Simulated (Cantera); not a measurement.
An isothermal, constant-pressure homogeneous reactor starts with CH₄ : H₂ = 0.045 : 1 (molar parts), at 1450 K and 0.0132 atm.

Detailed kinetics in Cantera: GRI-Mech 3.0 (53 species, 325 reactions). GRI-Mech 3.0 stops at C3 and has no aromatics, soot or wall deposition, so with more carbon than oxygen in the feed, carbon stays in small species such as C2H2 where larger ones or solid carbon would form. Radical loss at walls, strong at low pressure, is not modelled.

Problem. Predict: x(CH₄) at 20.0 s; x(H₂) at 20.0 s; x(C₂H₄) at 20.0 s; x(C₂H₂) at 20.0 s; x(C₂H₆) at 20.0 s.

Solution. 
- x(CH₄) at 20.0 s = 0.0372 (gas-phase equilibrium 0.00265)
- x(H₂) at 20.0 s = 0.960 (gas-phase equilibrium 0.978)
- x(C₂H₄) at 20.0 s = 4.48e-5 (gas-phase equilibrium 0.000119)
- x(C₂H₂) at 20.0 s = 0.00274 (gas-phase equilibrium 0.0193)
- x(C₂H₆) at 20.0 s = 1.19e-6 (gas-phase equilibrium 1.98e-8)
